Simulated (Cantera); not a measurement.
**Equilibrium for silicon epitaxy and polysilicon growth: SiH2Cl2 + Cl2 + N2**

Input: 1 mol SiH2Cl2, 0.4 mol Cl2, 4.3 mol N2, equilibrated at 39.0 Torr.

These are equilibrium values from Cantera (NASA tables, ideal gas, pure condensed phases), not measurements of a reactor. Candidate condensed phases: NH4Cl, Si, Si3N4; 28 gas species. N2 is the only nitrogen source here; it is nearly inert below about 1500 K, so the nitride shown seldom forms there in practice. The tables' values for SiCl3 are old estimates; treat these amounts as uncertain. Kinetics and transport are ignored.

From 800 K to 1600 K the condensed part is Si3N4(s). The main Si-bearing gas is SiCl4 at 800 K and SiCl2 at 1600 K. The share of Si in condensed phases is highest at 1200 K (62.9 %) and lowest at 1600 K (31.3 %).

```json
[
 {"T (K)": "800", "x N2": "0.666", "x HCl": "0.182", "x SiCl2": "1.46e-10", "x H2": "0.0788", "x SiCl4": "0.0733", "x SiCl3": "3.10e-7", "x SiHCl3": "2.87e-5", "x Cl": "8.54e-12", "n Si3N4(s)": "0.189"},
 {"T (K)": "900", "x N2": "0.662", "x HCl": "0.197", "x SiCl2": "1.62e-8", "x H2": "0.0710", "x SiCl4": "0.0694", "x SiCl3": "4.86e-6", "x SiHCl3": "7.10e-5", "x Cl": "3.70e-10", "n Si3N4(s)": "0.197"},
 {"T (K)": "1000", "x N2": "0.660", "x HCl": "0.209", "x SiCl2": "6.93e-7", "x H2": "0.0650", "x SiCl4": "0.0663", "x SiCl3": "4.36e-5", "x SiHCl3": "0.000146", "x Cl": "7.58e-9", "n Si3N4(s)": "0.203"},
 {"T (K)": "1100", "x N2": "0.658", "x HCl": "0.218", "x SiCl2": "1.48e-5", "x H2": "0.0604", "x SiCl4": "0.0637", "x SiCl3": "0.000260", "x SiHCl3": "0.000261", "x Cl": "8.99e-8", "n Si3N4(s)": "0.207"},
 {"T (K)": "1200", "x N2": "0.656", "x HCl": "0.224", "x SiCl2": "0.000186", "x H2": "0.0567", "x SiCl4": "0.0610", "x SiCl3": "0.00114", "x SiHCl3": "0.000419", "x Cl": "7.07e-7", "n Si3N4(s)": "0.210"},
 {"T (K)": "1300", "x N2": "0.655", "x HCl": "0.229", "x SiCl2": "0.00154", "x H2": "0.0540", "x SiCl4": "0.0568", "x SiCl3": "0.00384", "x SiHCl3": "0.000611", "x Cl": "4.03e-6", "n Si3N4(s)": "0.209"},
 {"T (K)": "1400", "x N2": "0.652", "x HCl": "0.228", "x SiCl2": "0.00887", "x H2": "0.0528", "x SiCl4": "0.0476", "x SiCl3": "0.00997", "x SiHCl3": "0.000781", "x Cl": "1.74e-5", "n Si3N4(s)": "0.199"},
 {"T (K)": "1500", "x N2": "0.647", "x HCl": "0.215", "x SiCl2": "0.0340", "x H2": "0.0550", "x SiCl4": "0.0294", "x SiCl3": "0.0178", "x SiHCl3": "0.000778", "x Cl": "5.72e-5", "n Si3N4(s)": "0.166"},
 {"T (K)": "1600", "x N2": "0.643", "x HCl": "0.185", "x SiCl2": "0.0793", "x H2": "0.0642", "x SiCl4": "0.0101", "x SiCl3": "0.0180", "x SiHCl3": "0.000506", "x Cl": "0.000138", "n Si3N4(s)": "0.104"}
]
```
x: gas mole fraction; n: condensed amount in mol.
